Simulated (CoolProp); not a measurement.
A simple Rankine cycle with isohexane: condensing at 313.15 K, boiler at 1.97 MPa, turbine inlet 470.7 K, turbine efficiency 0.6, pump efficiency 0.6, no recuperator. Each further row changes one setting.

Computed with CoolProp (reference Helmholtz-energy equation of state, Lemmon 2006). It is a short technical equation, of lower accuracy than the large ones.

```tsv
case	thermal efficiency (%)	net work (kJ/kg)	heat in (kJ/kg)	turbine exit temperature (K)	volume ratio over the turbine
as stated	12.4	74.1	598	408.1	55.3
turbine inlet 490.7 K	12.2	80.8	661	433.5	48.9
condensing temperature 305.15 K	13.1	80.7	616	404.9	74.5
boiler pressure 1.38 MPa	11.6	72.9	628	422.4	31.5
turbine efficiency 0.5	10.2	60.9	598	414.2	56.1
```
